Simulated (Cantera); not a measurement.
Feed: 1 mol Si₃N₄, 0.011 mol N₂O, 81 mol H₂, at 1775 °C and 19.0 Pa.

Method: chemical equilibrium by Gibbs-energy minimisation in Cantera with the NASA 1993 tables (ideal gas, pure condensed phases). Candidate condensed phases: H₂O, Si, SiO₂, Si₂N₂O, Si₃N₄; 35 gas species. The tables' values for SiN are old estimates; treat these amounts as uncertain. The numbers say what is thermodynamically allowed, not how fast it happens.

Base state: H₂ 0.801, H 0.145, Si 0.0319, N₂ 0.0217, SiH 0.000239, SiO 0.000119, Si₂ 2.97e-5, SiN 1.51e-5 (mole fractions); condensed: gas only.

What changes in the equilibrium state with this change: N₂O from 0.011 to 0.16 mol?


```json
[
 {"species": "H₂", "before": "0.801", "after": "0.799"},
 {"species": "H", "before": "0.145", "after": "0.145"},
 {"species": "Si", "before": "0.0319", "after": "0.0303"},
 {"species": "SiO", "before": "0.000119", "after": "0.00172"},
 {"species": "N₂", "before": "0.0217", "after": "0.0232"},
 {"species": "Si₂", "before": "2.97e-5", "after": "2.67e-5"},
 {"species": "SiH", "before": "0.000239", "after": "0.000227"}
]
```

What changes in the equilibrium state with this change: Si₃N₄ replaced by Si?


```tsv
species	before	after
H₂	0.801	0.840
H	0.145	0.149
Si	0.0319	0.0111
N₂	0.0217	0.000124
SiN	1.51e-5	3.95e-7
Si₂	2.97e-5	3.57e-6
SiH	0.000239	8.49e-5
```
